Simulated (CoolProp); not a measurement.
Vapour-liquid equilibrium of fluoroethane (R161) (1) + R1234yf (2) at 0.113 MPa; x and y are mole fractions of (1).

Computed with CoolProp (multi-fluid Helmholtz-energy mixture model, Wu 2012 and Lemmon 2022; pair parameters Bell 2016).

```csv
x,"bubble temperature, mixture model (°C)","bubble temperature, Raoult's law (°C)","y, mixture model","y, Raoult's law"
0.05,-27.6,-27.4,(withheld),0.070
0.15,(withheld),-28.4,(withheld),0.201
0.25,-30.0,-29.3,(withheld),0.323
0.35,(withheld),-30.2,0.445,0.435
0.45,-32.0,-31.0,0.543,0.540
0.55,(withheld),-31.8,0.633,0.637
0.65,-33.4,-32.6,0.717,0.727
0.75,-34.0,-33.4,0.798,0.812
0.85,-34.5,-34.1,0.877,0.891
0.95,(withheld),-34.8,0.958,0.965
```

Problem. Fill in the missing entries.

Solution. 
- 0.05, y, mixture model: 0.076
- 0.15, bubble temperature, mixture model (°C): -28.9
- 0.15, y, mixture model: 0.214
- 0.25, y, mixture model: 0.337
- 0.35, bubble temperature, mixture model (°C): -31.1
- 0.55, bubble temperature, mixture model (°C): -32.7
- 0.95, bubble temperature, mixture model (°C): -35.0

The largest gap from Raoult's law is -1.0 K in bubble temperature, at x = 0.45. No azeotrope shows between x = 0.05 and 0.95.

The pair parameters rest on a limited set of measurements; away from them the model extrapolates.
